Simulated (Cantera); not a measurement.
## Adiabatic ignition

An adiabatic, constant-volume homogeneous reactor starts with 19.4 % H2, 16.5 % O2, 62.0 % N2, 2.14 % H2O, equivalence ratio 0.59, at 1773 K and 760 Torr.

Cantera simulation using GRI-Mech 3.0 (53 species, 325 reactions); the numbers are that mechanism's predictions, not measurements.

```tsv
t (s)	T (K)	P (bar)	x H2	x O2	x H2O	x H2O2	x NO2
6.00e-6	1809	1.03	0.114	0.126	0.0756	6.69e-7	1.38e-11
2.14e-5	2301	1.27	0.0292	0.0700	0.157	4.01e-7	9.98e-9
7.63e-5	2808	1.50	0.0181	0.0666	0.188	6.63e-7	3.40e-7
0.000272	2854	1.52	0.0165	0.0646	0.192	8.26e-7	2.35e-6
0.000971	2845	1.51	0.0165	0.0607	0.193	7.91e-7	6.31e-6
0.00346	2840	1.51	0.0165	0.0590	0.193	7.76e-7	7.98e-6
0.0124	2840	1.51	0.0165	0.0590	0.193	7.75e-7	8.00e-6
0.0441	2840	1.51	0.0165	0.0590	0.193	7.75e-7	8.00e-6
0.157	2840	1.51	0.0165	0.0590	0.193	7.75e-7	8.00e-6
0.561	2840	1.51	0.0165	0.0590	0.193	7.75e-7	8.00e-6
2.00	2840	1.51	0.0165	0.0590	0.193	7.75e-7	8.00e-6
```
x: mole fraction; the columns are a selection and need not sum to one.

```json
{
 "time_of_steepest_temperature_rise": "6.61 µs",
 "temperature at 2.00 s": "2840 K",
 "equilibrium_temperature": "2840 K",
 "x(H2) at 2.00 s": "0.0165 (gas-phase equilibrium 0.0165)",
 "x(O2) at 2.00 s": "0.0590 (gas-phase equilibrium 0.0590)",
 "x(H2O) at 2.00 s": "0.193 (gas-phase equilibrium 0.193)"
}
```
